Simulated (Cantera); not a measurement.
A closed system holds: 1 mol SiO2, 2100 mol H2, 6.6 mol H2O, at 3.60 bar.

These are equilibrium values from Cantera (NASA tables, ideal gas, pure condensed phases), not measurements of a reactor. Candidate condensed phases: H2O, Si, SiO2; 18 gas species. The tables hold silica as quartz up to 1696 K and as liquid above; real silica turns to tridymite and cristobalite and melts near 1996 K. Gases not in the tables: Si(OH)4. The numbers say what is thermodynamically allowed, not how fast it happens.

Q: Which condensed phases are stable at each of these points (T (°C)): 400, 600, 800, 1000, 1200, 1400, 1600, 1800, 2000?

A: 
| T (°C) | condensed phases | Si condensed (%) |
|---|---|---|
| 400 | SiO2(α-quartz) | 100.0 |
| 600 | SiO2(β-quartz) | 100.0 |
| 800 | SiO2(β-quartz) | 100.0 |
| 1000 | SiO2(β-quartz) | 100.0 |
| 1200 | SiO2(β-quartz) | 100.0 |
| 1400 | SiO2(β-quartz) | 97.2 |
| 1600 | gas only | 0.0 |
| 1800 | gas only | 0.0 |
| 2000 | gas only | 0.0 |

At 400 °C the condensed part is SiO2(α-quartz). From 600 °C to 1400 °C the condensed part is SiO2(β-quartz). From 1600 °C to 2000 °C nothing is condensed.
